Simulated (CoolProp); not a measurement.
Vapour-liquid equilibrium of methane (1) + ethylene (2) at -104.05 °C; x and y are mole fractions of (1).

Computed with CoolProp (multi-fluid Helmholtz-energy mixture model, Setzmann 1991 and Smukala 2000; pair parameters Bell 2016).

```
x      bubble pressure, mixture model (bar)  bubble pressure, Raoult's law (bar)  y, mixture model  y, Raoult's law
-----  ------------------------------------  -----------------------------------  ----------------  ---------------
0.05                                  2.253                                2.074             0.563            0.543
0.125                                 4.096                                3.689             0.766            0.764
0.2                                       …                                5.305             0.841            0.850
0.275                                     …                                6.920             0.881            0.896
0.35                                  9.129                                8.536             0.905            0.924
0.425                                 10.63                                10.15                 …            0.944
0.5                                   12.06                                11.77                 …            0.958
0.575                                 13.44                                13.38             0.946            0.968
0.65                                  14.81                                15.00             0.955            0.977
0.725                                     …                                16.61             0.964            0.984
0.8                                       …                                18.23             0.972            0.989
0.875                                 19.28                                19.84             0.981            0.994
0.95                                  21.11                                21.46             0.992            0.998
```

Task: Complete the blanks.

Result: 
- 0.2, bubble pressure, mixture model (bar): 5.863
- 0.275, bubble pressure, mixture model (bar): 7.542
- 0.425, y, mixture model: 0.923
- 0.5, y, mixture model: 0.935
- 0.725, bubble pressure, mixture model (bar): 16.21
- 0.8, bubble pressure, mixture model (bar): 17.67

The largest gap from Raoult's law is +11.0 % in bubble pressure, at x = 0.125. No azeotrope shows between x = 0.05 and 0.95.

Pair parameters are fitted to limited data, so mixtures are less certain than the pure fluids. The gap from Raoult's law changes sign with composition, which may be real or a fault of the pair parameters; it wasn't checked against measurements.
